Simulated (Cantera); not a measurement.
## Hydrocarbon pyrolysis for carbon deposition

A perfectly stirred reactor is fed with C2H6 : N2 = 1 : 73 (molar parts), at 0.0267 bar; it is held at 1850 K, and followed from long to short residence time.

Model: GRI-Mech 3.0 (53 species, 325 reactions), integrated in Cantera. GRI-Mech 3.0 stops at C3 and has no aromatics, soot or wall deposition, so with more carbon than oxygen in the feed, carbon stays in small species such as C2H2 where larger ones or solid carbon would form. Radical loss at walls, strong at low pressure, is not modelled.

```tsv
τ (s)	x C2H6	x CH3	x H	x H2	x CH4	x HCN
30	6.26e-8	2.71e-5	0.000510	0.0259	6.85e-5	0.00378
6.1	3.08e-7	6.37e-5	0.000513	0.0258	0.000159	0.00205
1.3	1.43e-6	0.000142	0.000535	0.0254	0.000334	0.00103
0.26	6.94e-6	0.000321	0.000586	0.0247	0.000665	0.000493
0.054	3.18e-5	0.000707	0.000676	0.0233	0.00118	0.000242
0.011	0.000144	0.00158	0.000810	0.0207	0.00183	0.000115
0.0023	0.000623	0.00342	0.000941	0.0160	0.00219	5.10e-5
0.00047	0.00261	0.00649	0.000890	0.00838	0.00142	1.69e-5
```
x: mole fraction; the columns are a selection and need not sum to one.
